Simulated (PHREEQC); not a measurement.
Solution A (0.15 mol HF, 0.049 mol KF and 0.087 mol H3PO4 per kg of water) is mixed with solution B (0.0014 mol NH4Cl, 0.008 mol H2SO4 and 0.069 mol NaCl per kg of water) at 25 °C; shares are by mass of water, 1 kg in all. O2 is buffered at 0.21 atm. No CO2 enters from the air. Precipitation was switched off in this run.

Computed with PHREEQC (ion-association model, wateq4f.dat).

```json
[
 {"share of solution B": "0", "pH": "2.07", "SO4-2 (mol/kgw)": "0", "HF (mol/kgw)": "0.112", "H3PO4 (mol/kgw)": "0.0438", "H2PO4- (mol/kgw)": "0.0432"},
 {"share of solution B": "0.05", "pH": "2.07", "SO4-2 (mol/kgw)": "0.000250", "HF (mol/kgw)": "0.108", "H3PO4 (mol/kgw)": "0.0417", "H2PO4- (mol/kgw)": "0.0409"},
 {"share of solution B": "0.1", "pH": "2.06", "SO4-2 (mol/kgw)": "0.000500", "HF (mol/kgw)": "0.104", "H3PO4 (mol/kgw)": "0.0396", "H2PO4- (mol/kgw)": "0.0387"},
 {"share of solution B": "0.15", "pH": "2.06", "SO4-2 (mol/kgw)": "0.000750", "HF (mol/kgw)": "0.0995", "H3PO4 (mol/kgw)": "0.0375", "H2PO4- (mol/kgw)": "0.0364"},
 {"share of solution B": "0.2", "pH": "2.06", "SO4-2 (mol/kgw)": "0.001000", "HF (mol/kgw)": "0.0952", "H3PO4 (mol/kgw)": "0.0354", "H2PO4- (mol/kgw)": "0.0342"},
 {"share of solution B": "0.25", "pH": "2.05", "SO4-2 (mol/kgw)": "0.00125", "HF (mol/kgw)": "0.0907", "H3PO4 (mol/kgw)": "0.0333", "H2PO4- (mol/kgw)": "0.0319"},
 {"share of solution B": "0.3", "pH": "2.05", "SO4-2 (mol/kgw)": "0.00150", "HF (mol/kgw)": "0.0861", "H3PO4 (mol/kgw)": "0.0312", "H2PO4- (mol/kgw)": "0.0297"},
 {"share of solution B": "0.35", "pH": "2.05", "SO4-2 (mol/kgw)": "0.00175", "HF (mol/kgw)": "0.0815", "H3PO4 (mol/kgw)": "0.0291", "H2PO4- (mol/kgw)": "0.0275"},
 {"share of solution B": "0.4", "pH": "2.04", "SO4-2 (mol/kgw)": "0.00199", "HF (mol/kgw)": "0.0766", "H3PO4 (mol/kgw)": "0.0269", "H2PO4- (mol/kgw)": "0.0253"},
 {"share of solution B": "0.45", "pH": "2.04", "SO4-2 (mol/kgw)": "0.00224", "HF (mol/kgw)": "0.0717", "H3PO4 (mol/kgw)": "0.0248", "H2PO4- (mol/kgw)": "0.0231"},
 {"share of solution B": "0.5", "pH": "2.03", "SO4-2 (mol/kgw)": "0.00248", "HF (mol/kgw)": "0.0665", "H3PO4 (mol/kgw)": "0.0226", "H2PO4- (mol/kgw)": "0.0209"},
 {"share of solution B": "0.55", "pH": "2.03", "SO4-2 (mol/kgw)": "0.00273", "HF (mol/kgw)": "0.0612", "H3PO4 (mol/kgw)": "0.0205", "H2PO4- (mol/kgw)": "0.0187"},
 {"share of solution B": "0.6", "pH": "2.02", "SO4-2 (mol/kgw)": "0.00297", "HF (mol/kgw)": "0.0557", "H3PO4 (mol/kgw)": "0.0183", "H2PO4- (mol/kgw)": "0.0165"},
 {"share of solution B": "0.65", "pH": "2.02", "SO4-2 (mol/kgw)": "0.00321", "HF (mol/kgw)": "0.0500", "H3PO4 (mol/kgw)": "0.0161", "H2PO4- (mol/kgw)": "0.0144"},
 {"share of solution B": "0.7", "pH": "2.01", "SO4-2 (mol/kgw)": "0.00345", "HF (mol/kgw)": "0.0441", "H3PO4 (mol/kgw)": "0.0139", "H2PO4- (mol/kgw)": "0.0122"},
 {"share of solution B": "0.75", "pH": "2.00", "SO4-2 (mol/kgw)": "0.00368", "HF (mol/kgw)": "0.0378", "H3PO4 (mol/kgw)": "0.0116", "H2PO4- (mol/kgw)": "0.0101"},
 {"share of solution B": "0.8", "pH": "1.99", "SO4-2 (mol/kgw)": "0.00391", "HF (mol/kgw)": "0.0312", "H3PO4 (mol/kgw)": "0.00939", "H2PO4- (mol/kgw)": "0.00801"},
 {"share of solution B": "0.85", "pH": "1.99", "SO4-2 (mol/kgw)": "0.00414", "HF (mol/kgw)": "0.0242", "H3PO4 (mol/kgw)": "0.00710", "H2PO4- (mol/kgw)": "0.00595"},
 {"share of solution B": "0.9", "pH": "1.98", "SO4-2 (mol/kgw)": "0.00435", "HF (mol/kgw)": "0.0168", "H3PO4 (mol/kgw)": "0.00478", "H2PO4- (mol/kgw)": "0.00392"},
 {"share of solution B": "0.95", "pH": "1.96", "SO4-2 (mol/kgw)": "0.00457", "HF (mol/kgw)": "0.00877", "H3PO4 (mol/kgw)": "0.00241", "H2PO4- (mol/kgw)": "0.00194"},
 {"share of solution B": "1", "pH": "1.95", "SO4-2 (mol/kgw)": "0.00477", "HF (mol/kgw)": "0", "H3PO4 (mol/kgw)": "0", "H2PO4- (mol/kgw)": "0"}
]
```

wateq4f.dat counts part of the HF as a dimer, H2F2, which phreeqc.dat doesn't know; its constant is uncertain. H3PO4, which wateq4f.dat lacks, is added to it with the constant of phreeqc.dat.
